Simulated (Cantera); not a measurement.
Input: 1 mol C2H4, 2.1 mol CO2, 2.7 mol N2, at 1300 K and 1.00 bar.

These are equilibrium values from Cantera (NASA tables, ideal gas, pure condensed phases), not measurements of a reactor. Candidate condensed phases: C, C6H6, C7H8, C8H18, H2O; 136 gas species. Kinetics and transport are ignored.

Base state: CO 0.460, N2 0.307, H2 0.222, CO2 0.00618, H2O 0.00526, CH4 6.85e-5 (mole fractions); condensed: gas only.

Problem. What changes in the equilibrium state with this change: temperature from 1300 K to 1648 K?

Solution. 
```
species   before    after
-------  -------  -------
CO         0.460    0.461
N2         0.307    0.307
H2         0.222    0.220
CO2      0.00618  0.00449
H2O      0.00526  0.00688
CH4      6.85e-5  6.26e-7
H        5.21e-7  4.18e-5
```
